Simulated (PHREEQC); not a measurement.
0.024 g of hydrous ferric oxide (600 m²/g; 0.2 weak and 0.005 strong sites per Fe, Dzombak-Morel constants, diffuse double layer) in 1 kg of water with 0.001 mol/kgw of an inert sodium salt and 2.3e-06 mol/kgw NaH2PO4 and 3.4e-05 mol/kgw NaF, at 25 °C; the pH is set by adding NaOH or the inert anion's acid. O2 is buffered at 0.21 atm. The system is closed to CO2. Precipitation was switched off in this run.

Model: ion-association model, wateq4f.dat, run in PHREEQC.

### Question
Predict F sorbed (%) at pH = 4.67, 6.

### Answer
```
pH    F sorbed (%)
----  ------------
4.67          37.3
6              9.2
```

H3PO4, which wateq4f.dat lacks, is added to it with the constant of phreeqc.dat.
